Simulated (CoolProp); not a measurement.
Model: reference Helmholtz-energy equation of state, de Vries 1995, in CoolProp.

Task: For R124, give the phase and the Z, cp (kJ/(kg K)), speed of sound (m/s), isothermal compressibility (1/MPa) at 262.5 K and 8.46 bar.

Result: 
- 262.5 K and 8.46 bar: liquid; Z 0.0359, cp 1.06, speed of sound 673, isothermal compressibility 0.00219
